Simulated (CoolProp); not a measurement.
Fluorine along the isotherm 121.1 K: density (kg/m³) from the reference equation and from simpler models built on Tc = 144.4 K, pc = 5.240 MPa, ω = 0.045; each cubic takes its own stable root.

Model: reference Helmholtz-energy equation of state, de Reuck 1990, in CoolProp.

| p (MPa) | phase | reference | van der Waals | Redlich-Kwong |
|---|---|---|---|---|
| 0.0414 | gas | 1.569 | 1.568 | 1.569 |
| 0.0608 | gas | 2.310 | 2.307 | 2.310 |
| 0.0892 | gas | 3.399 | 3.392 | 3.399 |
| 0.131 | gas | 5.016 | 5.001 | 5.015 |
| 0.192 | gas | 7.402 | 7.369 | 7.400 |
| 0.282 | gas | 10.99 | 10.91 | 10.98 |
| 0.414 | gas | 16.39 | 16.22 | 16.37 |
| 0.608 | gas | 24.66 | 24.28 | 24.63 |
| 0.892 | gas | 37.63 | 36.70 | 37.55 |
| 1.31 | gas | 59.12 | 56.64 | 58.85 |
| 1.92 | liquid | 1197 | 90.80 | 1134 |
| 2.82 | liquid | 1206 | 819.4 | 1149 |
| 4.14 | liquid | 1218 | 842.8 | 1169 |
| 6.08 | liquid | 1234 | 869.3 | 1195 |
| 8.92 | liquid | 1255 | 898.8 | 1226 |
| 13.1 | liquid | 1281 | 931.2 | 1264 |

At some of these states van der Waals gives the other phase, because its saturation line lies elsewhere.
